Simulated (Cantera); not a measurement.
A perfectly stirred reactor is fed with 4.62 % CH₄, 20.1 % O₂, 75.3 % N₂, equivalence ratio 0.46, at 4.93 atm; it is adiabatic with a 623 K inlet, and is followed from long to short residence time, starting on the burning branch (τ in s: 0.058, 0.029, 0.014, 0.0072, 0.0036, 0.0018, 0.00089, 0.00044, 0.00022, 0.00011, 5.5e-05, 2.7e-05, 1.4e-05).

Model: GRI-Mech 3.0 (53 species, 325 reactions), integrated in Cantera.

Q: Predict: blow-out, bracketed by the residence times tried; x(CH₄) at τ = 58.0 ms; x(O₂) at τ = 58.0 ms; x(CH₃) at τ = 58.0 ms; x(CH₂) at τ = 58.0 ms; x(CH₄) at τ = 0.890 ms; x(O₂) at τ = 0.890 ms; x(CH₃) at τ = 0.890 ms; x(CH₂) at τ = 0.890 ms.

A: 
- blow-out, bracketed by the residence times tried: burning at 0.440 ms, out at 0.220 ms
- x(CH₄) at τ = 58.0 ms: 1.40e-5
- x(O₂) at τ = 58.0 ms: 0.109
- x(CH₃) at τ = 58.0 ms: 2.33e-6
- x(CH₂) at τ = 58.0 ms: 8.90e-9
- x(CH₄) at τ = 0.890 ms: 0.000297
- x(O₂) at τ = 0.890 ms: 0.111
- x(CH₃) at τ = 0.890 ms: 3.92e-5
- x(CH₂) at τ = 0.890 ms: 3.66e-7
